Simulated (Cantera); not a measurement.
A perfectly stirred reactor is fed with 0.197 % H₂, 27.0 % O₂, 72.8 % N₂, equivalence ratio 0.0037, at 1.20 Torr; it is held at 1075 K, and followed from long to short residence time.

Model: the H2/O2 subset of GRI-Mech 3.0, which has no nitrogen chemistry, integrated in Cantera. Radical loss at walls, strong at low pressure, is not modelled.

x: mole fraction; the columns are a selection and need not sum to one.

```
τ (s)        x H₂   x O₂    x H₂O₂      x OH     x HO₂       x O     x H₂O
-------  --------  -----  --------  --------  --------  --------  --------
10        2.53e-5  0.268  6.24e-10  0.000107         …   0.00125   0.00186
1.7       9.74e-5  0.268   1.13e-9  0.000162         …   0.00144   0.00173
0.28     0.000424  0.268   2.55e-9  0.000245         …   0.00115   0.00134
0.046     0.00159  0.269   1.11e-9  0.000129         …  0.000263  0.000301
0.0076    0.00197  0.270    <1e-12  2.59e-11  3.17e-11  3.18e-11  1.14e-11
0.0013    0.00197  0.270    <1e-12  1.82e-12  5.42e-12  1.90e-12    <1e-12
0.00021   0.00197  0.270    <1e-12    <1e-12    <1e-12    <1e-12    <1e-12
```

Task: What belongs in the gaps?

Result: 
- 10, x HO₂: 4.43e-8
- 1.7, x HO₂: 6.03e-8
- 0.28, x HO₂: 7.84e-8
- 0.046, x HO₂: 6.09e-8
